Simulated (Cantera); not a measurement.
A Cantera script and its output.

```python
import numpy as np
import cantera as ct

gas = ct.Solution("h2o2.yaml")
gas.TPX = 525, 101325, {'H2': 1, 'O2': 0.172, 'N2': 0.648}
flame = ct.FreeFlame(gas, width=0.04)
flame.set_refine_criteria(ratio=3, slope=0.08, curve=0.16)
flame.transport_model = "mixture-averaged"
flame.solve(loglevel=0, auto=True)
z, T = flame.grid, flame.T
thick = (T[-1] - T[0]) / np.gradient(T, z).max()
show = ['H2', 'O2', 'H', 'H2O', 'HO2', 'O']
print(f"laminar burning velocity  {flame.velocity[0] * 100:.3f} cm/s")
print(f"burnt temperature         {T[-1]:.1f} K")
print(f"thermal thickness         {thick * 1e3:.4f} mm")
print(f"grid points               {len(z)}")
z0 = z[flame.heat_release_rate.argmax()]
print(f"{'z/mm':>9s}{'T/K':>9s}{'u/(m/s)':>9s}" + "".join(f"{s:>11s}" for s in show))
rows = []
for k in (-3, -2, -1.5, -1, -0.5, -0.25, 0, 0.25, 0.5, 1, 2, 4, 8):
    zz = z0 + k * thick
    rows.append([k * thick, np.interp(zz, z, T), np.interp(zz, z, flame.velocity),
                 *(np.interp(zz, z, flame.X[gas.species_index(s)]) for s in show)])
    print(f"{rows[-1][0] * 1e3:9.3f}{rows[-1][1]:9.1f}{rows[-1][2]:9.3f}" + "".join(f"{x:11.3e}" for x in rows[-1][3:]))
```

Output:

```
laminar burning velocity  616.323 cm/s
burnt temperature         1960.9 K
thermal thickness         0.4526 mm
grid points               124
     z/mm      T/K  u/(m/s)         H2         O2          H        H2O        HO2          O
   -1.358    525.0    6.163  5.495e-01  9.451e-02  4.532e-16  2.910e-12  2.211e-12  3.607e-15
   -0.905    525.0    6.163  5.495e-01  9.451e-02  4.345e-13  5.209e-10  5.433e-10  1.810e-12
   -0.679    525.0    6.163  5.494e-01  9.451e-02  8.960e-11  1.224e-08  1.608e-08  8.253e-11
   -0.453    525.2    6.165  5.494e-01  9.452e-02  4.213e-08  7.632e-07  1.140e-06  7.415e-09
   -0.226    568.1    6.615  5.439e-01  9.430e-02  3.222e-04  1.982e-03  2.626e-04  1.622e-05
   -0.113    805.7    9.151  5.132e-01  8.713e-02  7.428e-03  2.340e-02  1.445e-04  2.049e-04
    0.000   1153.4   12.790  4.401e-01  5.790e-02  3.585e-02  8.770e-02  6.085e-05  1.335e-03
    0.113   1387.6   15.327  3.737e-01  1.815e-02  6.317e-02  1.644e-01  1.791e-05  1.268e-03
    0.226   1490.8   16.428  3.545e-01  3.705e-03  6.807e-02  1.929e-01  3.500e-06  4.732e-04
    0.453   1582.9   17.349  3.560e-01  2.335e-04  6.029e-02  2.007e-01  2.095e-07  1.924e-04
    0.905   1675.5   18.242  3.646e-01  3.537e-05  4.757e-02  2.025e-01  3.715e-08  1.347e-04
    1.811   1763.7   19.074  3.735e-01  2.048e-05  3.472e-02  2.041e-01  2.316e-08  8.364e-05
    3.621   1838.3   19.765  3.812e-01  1.036e-05  2.350e-02  2.056e-01  1.294e-08  4.301e-05
```

Computed with Cantera and the H2/O2 subset of GRI-Mech 3.0, which has no nitrogen chemistry. Burning velocities carry a grid error of a few per cent, more on coarse grids.
